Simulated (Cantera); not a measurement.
A perfectly stirred reactor is fed with NO : N₂ = 1 : 9.3 (molar parts), at 37000 Pa; it is held at 1598 K, and followed from long to short residence time.

Cantera simulation using GRI-Mech 3.0 (53 species, 325 reactions); the numbers are that mechanism's predictions, not measurements.

x: mole fraction; the columns are a selection and need not sum to one.

| τ (s) | x NO | x NO₂ | x N₂O | x O₂ | x O | x N₂ |
|---|---|---|---|---|---|---|
| 25 | 0.0920 | 2.74e-5 | 3.00e-6 | 0.00249 | 1.34e-6 | 0.905 |
| 4.5 | 0.0961 | 1.72e-5 | 3.26e-6 | 0.000470 | 8.26e-7 | 0.903 |
| 0.82 | 0.0969 | 1.36e-5 | 3.22e-6 | 7.96e-5 | 6.59e-7 | 0.903 |
| 0.15 | 0.0970 | 1.02e-5 | 2.76e-6 | 9.36e-6 | 5.12e-7 | 0.903 |
| 0.027 | 0.0971 | 3.46e-6 | 1.54e-6 | 2.59e-7 | 2.12e-7 | 0.903 |
| 0.0049 | 0.0971 | [?] | [?] | [?] | [?] | 0.903 |
| 0.00089 | 0.0971 | 6.36e-8 | 9.10e-8 | 1.60e-10 | 3.23e-8 | 0.903 |
| 0.00016 | 0.0971 | [?] | [?] | 9.52e-12 | [?] | 0.903 |

Task: What belongs in the gaps?

Result: 
- 0.0049, x NO₂: 5.13e-7
- 0.0049, x N₂O: 4.46e-7
- 0.0049, x O₂: 3.53e-9
- 0.0049, x O: 6.64e-8
- 0.00016, x NO₂: 4.66e-9
- 0.00016, x N₂O: 1.67e-8
- 0.00016, x O: 1.22e-8
